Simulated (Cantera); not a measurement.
# Pb + NH3 + H2 (metals in furnace atmospheres)

Feed: 1 mol Pb, 12 mol NH3, 1.2 mol H2, held at 1.33 mbar.

Method: chemical equilibrium by Gibbs-energy minimisation in Cantera with the NASA 1993 tables (ideal gas, pure condensed phases). Candidate condensed phases: Pb; 11 gas species. The numbers say what is thermodynamically allowed, not how fast it happens.

| T (°C) | x H2 | x N2 | x Pb | x H | x NH3 | n Pb(l) |
|---|---|---|---|---|---|---|
| 675 | 0.759 | 0.237 | 0.00359 | 1.25e-8 | 3.59e-7 | 0.909 |
| 725 | 0.753 | 0.235 | 0.0116 | 5.11e-8 | 2.49e-7 | 0.704 |
| 775 | 0.736 | 0.230 | 0.0335 | 1.82e-7 | 1.74e-7 | 0.126 |
| 825 | 0.733 | 0.229 | 0.0382 | 5.80e-7 | 1.29e-7 | 0 |
| 875 | 0.733 | 0.229 | 0.0382 | 1.68e-6 | 9.86e-8 | 0 |
| 925 | 0.733 | 0.229 | 0.0382 | 4.46e-6 | 7.72e-8 | 0 |
| 975 | 0.733 | 0.229 | 0.0382 | 1.09e-5 | 6.16e-8 | 0 |
| 1025 | 0.733 | 0.229 | 0.0382 | 2.51e-5 | 5.00e-8 | 0 |
| 1075 | 0.733 | 0.229 | 0.0382 | 5.42e-5 | 4.12e-8 | 0 |
| 1125 | 0.733 | 0.229 | 0.0382 | 0.000111 | 3.45e-8 | 0 |
| 1175 | 0.733 | 0.229 | 0.0382 | 0.000216 | 2.91e-8 | 0 |
| 1225 | 0.732 | 0.229 | 0.0382 | 0.000403 | 2.49e-8 | 0 |
x: gas mole fraction; n: condensed amount in mol.

From 675 °C to 775 °C the condensed part is Pb(l). From 825 °C to 1225 °C nothing is condensed. The main Pb-bearing gas is Pb throughout.
